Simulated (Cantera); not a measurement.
**Thermodynamics of calcination and drying, feed Mg(OH)2 + H2**

Feed: 1 mol Mg(OH)2, a varied amount of H2, at 1852 °C and 26.0 mbar.

Method: chemical equilibrium by Gibbs-energy minimisation in Cantera with the NASA 1993 tables (ideal gas, pure condensed phases). Candidate condensed phases: H2O, Mg, MgO, Mg(OH)2; 15 gas species. The tables' values for MgH are old estimates; treat these amounts as uncertain. Equilibrium is a limit: real reactors are often held back by kinetics, nucleation or transport.

```csv
n(H2) (mol),x H2O,x H2,x H,x Mg,x OH,x O2,n MgO(s)
0.2,0.820,0.164,0.00912,0.000626,0.00566,0.000474,0.999
0.27,0.776,0.208,0.0103,0.000839,0.00476,0.000264,0.999
0.35,0.730,0.253,0.0113,0.00108,0.00406,0.000159,0.998
0.47,0.671,0.311,0.0126,0.00145,0.00337,8.85e-5,0.998
0.62,0.610,0.371,0.0137,0.00191,0.00280,5.11e-5,0.996
0.82,0.543,0.437,0.0149,0.00252,0.00230,2.94e-5,0.995
1.1,0.472,0.507,0.0160,0.00336,0.00185,1.64e-5,0.992
1.4,0.414,0.563,0.0169,0.00426,0.00154,1.02e-5,0.989
1.9,0.344,0.631,0.0179,0.00574,0.00121,5.64e-6,0.982
2.5,0.287,0.685,0.0186,0.00747,0.000969,3.33e-6,0.972
3.3,0.237,0.733,0.0193,0.00969,0.000773,1.98e-6,0.956
4.3,0.196,0.771,0.0198,0.0123,0.000624,1.23e-6,0.932
5.7,0.161,0.803,0.0202,0.0157,0.000501,7.58e-7,0.890
```
x: gas mole fraction; n: condensed amount in mol.

From 0.2 mol H2 to 5.7 mol H2 the condensed part is MgO(s). The main Mg-bearing gas is Mg throughout.
